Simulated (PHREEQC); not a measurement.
0.28 g of hydrous ferric oxide (600 m²/g; 0.2 weak and 0.005 strong sites per Fe, Dzombak-Morel constants, diffuse double layer) in 1 kg of water with 0.005 mol/kgw of an inert sodium salt and 2e-06 mol MnCl2 and 1.2e-06 mol SrCl2, at 25 °C; the pH is set by adding NaOH or the inert anion's acid. No oxygen is let in. CO2 from the air is kept out. Precipitation was switched off in this run.

Equilibrium calculation in PHREEQC: ion-association model, wateq4f.dat.

### Question
Predict Sr sorbed (%), surface charge σ (C/m²) at pH = 5.5, 7, 9, 9.5.

### Answer
| pH | Sr sorbed (%) | surface charge σ (C/m²) |
|---|---|---|
| 5.5 | 0.0 | 0.060 |
| 7 | 0.7 | 0.013 |
| 9 | 97.2 | -0.009 |
| 9.5 | 99.6 | -0.017 |

Species that the database lacks are ignored.
